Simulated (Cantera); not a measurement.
Standard-state values (1 bar) from the NASA 1993 polynomials, evaluated with Cantera. Values are per mole of reaction as written; species without (g) are pure solids or liquids, kept so even where they would boil at 1 bar.

Question: Between 300 and 1873 K, where is each reaction favourable under standard conditions?
- 2 SiO(g) + 2 SF4(g) → 2 O(g) + S2(g) + 2 SiF4(g)

Answer: 
- 2 SiO(g) + 2 SF4(g) → 2 O(g) + S2(g) + 2 SiF4(g): ΔG° is -904 kJ at 300 K and -1061 kJ at 1873 K; it stays negative (K > 1). ΔH° is -868 kJ and ΔS° 103 J/K at 1873 K.
